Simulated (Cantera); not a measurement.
Feed: 1 mol TiO2, 1.8 mol CO, 8.8 mol H2, held at 101000 Pa.

Equilibrium computed with Cantera from the NASA thermochemical tables; the gas is ideal and each condensed phase is pure. Candidate condensed phases: C, C6H6, C7H8, C8H18, H2O, Ti, TiC, TiO, TiO2, Ti2O3, Ti3O5, Ti4O7; 113 gas species. Rates play no part.

**Question.** At 2075 °C, list the 6 most abundant gas species with their mole fractions, and the condensed phases.

**Answer.** H2 0.790, CO 0.168, H2O 0.0301, H 0.0109, CO2 0.00111, OH 7.14e-5. Condensed: Ti3O5(l).
